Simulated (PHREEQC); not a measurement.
Synthetic water in mg/kgw, 88 °C, pH 7.64, pe 8.3:

| constituent | mg/kgw |
|---|---|
| Na | 26.6 |
| K | 0.0478 |
| Ca | 29 |
| Mg | 4.26 |
| Cl | 49.8 |
| S(6) as SO4 | 46.2 |
| Alkalinity as HCO3 | 36.8 |
| Zn | 0.13 |

Na is adjusted to close the charge balance.
Valence states are taken as typed.

Computed with PHREEQC (ion-association model, wateq4f.dat).

Task: The ionic strength comes out as 0.00400 mol/kgw. What activity coefficients do K+, SO4-2, CO3-2, Mg+2, HCO3- get?

Result: K+ 0.92, SO4-2 0.74, CO3-2 0.74, Mg+2 0.74, HCO3- 0.93.

This is a speciation only: nothing precipitates in the calculation. The solution is supersaturated, for example in Zincite(c) (slow to form), so a real one may precipitate; this is no full list. Away from 25 °C the constants follow the database's enthalpies or fits; those with neither stay at their 25 °C values.
